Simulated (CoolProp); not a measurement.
Properties of CHF3 (R23) at several states.

The numbers come from the reference Helmholtz-energy equation of state, Penoncello 2003 in CoolProp.

```json
[
 {"T (°C)": "-145.75", "p (bar)": "0.553", "phase": "liquid", "Joule-Thomson coefficient (K/MPa)": "-0.3727", "expansivity (1/kK)": "1.989", "conductivity (mW/(m K))": "237", "Prandtl number": "7.15"},
 {"T (°C)": "-108.65", "p (bar)": "0.183", "phase": "liquid", "Joule-Thomson coefficient (K/MPa)": "-0.3335", "expansivity (1/kK)": "2.307", "conductivity (mW/(m K))": "163", "Prandtl number": "3.68"},
 {"T (°C)": "71.65", "p (bar)": "285", "phase": "supercritical", "Joule-Thomson coefficient (K/MPa)": "0.2903", "expansivity (1/kK)": "4.039", "conductivity (mW/(m K))": "78.4", "Prandtl number": "1.52"},
 {"T (°C)": "119.95", "p (bar)": "11.6", "phase": "gas", "Joule-Thomson coefficient (K/MPa)": "5.838", "expansivity (1/kK)": "2.886", "conductivity (mW/(m K))": "19.9", "Prandtl number": "0.865"},
 {"T (°C)": "95.85", "p (bar)": "0.258", "phase": "gas", "Joule-Thomson coefficient (K/MPa)": "6.954", "expansivity (1/kK)": "2.719", "conductivity (mW/(m K))": "17.3", "Prandtl number": "0.872"},
 {"T (°C)": "159.65", "p (bar)": "7.85", "phase": "gas", "Joule-Thomson coefficient (K/MPa)": "4.496", "expansivity (1/kK)": "2.460", "conductivity (mW/(m K))": "21.6", "Prandtl number": "0.900"}
]
```

Viscosity comes from a separate model (Shan 2000). Thermal conductivity comes from a separate model (Shan 2000).
